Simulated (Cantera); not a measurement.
A closed system holds: 1 mol B₂O₃, 1.3 mol F₂, 36 mol N₂, equilibrated at 1750 K.

Equilibrium computed with Cantera from the NASA thermochemical tables; the gas is ideal and each condensed phase is pure. Candidate condensed phases: B, BN, B₂O₃; 31 gas species. Equilibrium is a limit: real reactors are often held back by kinetics, nucleation or transport.

Question: At 13.0 Pa, list the 7 most abundant gas species with their mole fractions, and the condensed phases.

Answer: N₂ 0.930, BOF 0.0443, O₂ 0.0157, BF₃ 0.00736, NO 0.00104, O 0.000821, F 0.000777. Condensed: gas only.
